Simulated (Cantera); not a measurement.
Feed: 1 mol FeS2, 0.86 mol H2S, 0.037 mol CO2, equilibrated at 17000 Pa.

Equilibrium computed with Cantera from the NASA thermochemical tables; the gas is ideal and each condensed phase is pure. Candidate condensed phases: C, C6H6, C7H8, C8H18, Fe, Fe(CO)5, FeO, Fe(OH)2, Fe(OH)3, FeS, FeSO4, FeS2, Fe2O3, Fe2(SO4)3, Fe3O4, H2O, H2SO4, S; 127 gas species. FeS: taken at fixed stoichiometry. Gases not in the tables: S3 to S7. Kinetics and transport are ignored. All values below are at 950 K.

Base state: H2S 0.586, S2 0.362, H2O 0.0153, CO2 0.0122, H2 0.00985, COS 0.00830, CO 0.00440, CS2 0.00134 (mole fractions); condensed: FeS(s).

Task: What changes in the equilibrium state with this change: pressure from 17000 Pa to 10000 Pa?

Result: 
```csv
species,before,after
H2S,0.586,0.582
S2,0.362,0.364
H2O,0.0153,0.0156
H2,0.00985,0.0127
CO2,0.0122,0.0118
S2O,6.62e-5,5.24e-5
SO2,1.37e-5,1.11e-5
CO,0.00440,0.00539
SH,3.05e-5,3.48e-5
CS2,0.00134,0.00123
"FeS(s), mol",1.00,1.00
```
